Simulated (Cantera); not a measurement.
Mixture: CH4 : CO : O2 : N2 = 1 : 0.087 : 2.04 : 7.68 (molar parts), at 440000 Pa, adiabatic and at constant volume. Ignition delay is the time to a rise of 400 K.

Model: GRI-Mech 3.0 (53 species, 325 reactions), integrated in Cantera.

**Question.** What does this change do: constant pressure in place of constant volume?

**Answer.** 
| quantity | before | after |
|---|---|---|
| delay at 1100 K | 50.1 ms | 52.0 ms |
| delay at 1200 K | 11.9 ms | 12.6 ms |
| delay at 1300 K | 3.30 ms | 3.50 ms |
| delay at 1400 K | 1.03 ms | 1.10 ms |
| delay at 1500 K | 0.357 ms | 0.382 ms |
| delay at 1600 K | 0.138 ms | 0.148 ms |
| apparent activation energy between 1400 and 1600 K | 190 kJ/mol | 190 kJ/mol |

**Question.** What does this change do: CH4 1 to 0.5 parts?

**Answer.** 
| quantity | before | after |
|---|---|---|
| delay at 1100 K | 50.1 ms | 36.8 ms |
| delay at 1200 K | 11.9 ms | 8.59 ms |
| delay at 1300 K | 3.30 ms | 2.38 ms |
| delay at 1400 K | 1.03 ms | 0.757 ms |
| delay at 1500 K | 0.357 ms | 0.276 ms |
| delay at 1600 K | 0.138 ms | 0.114 ms |
| apparent activation energy between 1400 and 1600 K | 190 kJ/mol | 180 kJ/mol |
